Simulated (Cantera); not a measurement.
An adiabatic, constant-pressure homogeneous reactor starts with CH₄ : CO : O₂ : N₂ = 1 : 0.055 : 2.09 : 7.86 (molar parts), at 975 K and 1.01 bar. Integrator tolerance rtol = 1e-08.

Detailed kinetics in Cantera: GRI-Mech 3.0 (53 species, 325 reactions). Below about 1000 K GRI-Mech 3.0 lacks low-temperature oxidation paths.

Question: What does this change do: pressure from 1.01 bar to 23.0 bar?

Answer: 
```
quantity                                                             before                                      after
---------------------------------  ----------------------------------------  -----------------------------------------
temperature at 0.400 s                                                975 K                                     2653 K
equilibrium temperature                                              2521 K                                     2653 K
x(CH₄) at 0.400 s                     0.0908 (gas-phase equilibrium <1e-12)      <1e-12 (gas-phase equilibrium <1e-12)
x(CO) at 0.400 s                     0.00500 (gas-phase equilibrium 0.0233)      0.0136 (gas-phase equilibrium 0.0136)
x(O₂) at 0.400 s                       0.190 (gas-phase equilibrium 0.0155)    0.00983 (gas-phase equilibrium 0.00983)
x(H) at 0.400 s                    6.55e-11 (gas-phase equilibrium 0.00256)  0.000658 (gas-phase equilibrium 0.000658)
x(O) at 0.400 s                    3.12e-11 (gas-phase equilibrium 0.00200)  0.000614 (gas-phase equilibrium 0.000614)
x(HCO) at 0.400 s                    <1e-12 (gas-phase equilibrium 8.32e-9)    2.36e-8 (gas-phase equilibrium 2.36e-8)
time of steepest temperature rise                               not reached                                    68.9 ms
```
The pressure lies above the range GRI-Mech 3.0 was tuned for (to about 10 atm).
